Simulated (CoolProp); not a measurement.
Saturation properties of n-undecane.

Values from CoolProp's reference Helmholtz-energy equation of state, Aleksandrov 2011. It is a short technical equation, of lower accuracy than the large ones.

| T (K) | p (MPa) | liquid cp (kJ/(kg K)) | surface tension (mN/m) |
|---|---|---|---|
| 288.4 | 2.656e-5 | 2.184 | 25.2 |
| 305.7 | 0.0001009 | 2.239 | 23.5 |
| 322.9 | 0.0003199 | 2.299 | 21.9 |
| 340.2 | 0.0008827 | (withheld) | 20.4 |
| 357.4 | 0.002146 | 2.427 | 18.8 |
| 374.7 | 0.004731 | 2.495 | (withheld) |
| 391.9 | 0.009521 | 2.563 | (withheld) |
| 409.2 | 0.01786 | 2.633 | 14.4 |
| 426.5 | 0.03144 | 2.705 | (withheld) |
| 443.7 | (withheld) | 2.776 | 11.6 |
| 461 | 0.08307 | 2.849 | 10.3 |
| 478.2 | 0.1265 | 2.922 | 8.99 |
| 495.5 | 0.1864 | 2.998 | (withheld) |
| 512.7 | 0.2658 | 3.076 | 6.53 |
| 530 | 0.3699 | 3.160 | 5.37 |

Q: What belongs in the gaps?

A: 
- 340.2, liquid cp (kJ/(kg K)): 2.362
- 374.7, surface tension (mN/m): 17.3
- 391.9, surface tension (mN/m): 15.9
- 426.5, surface tension (mN/m): 13.0
- 443.7, p (MPa): 0.05225
- 495.5, surface tension (mN/m): 7.73

It boils at 468.9 K under 1 atm.

Surface tension comes from a separate correlation (Mulero 2014).
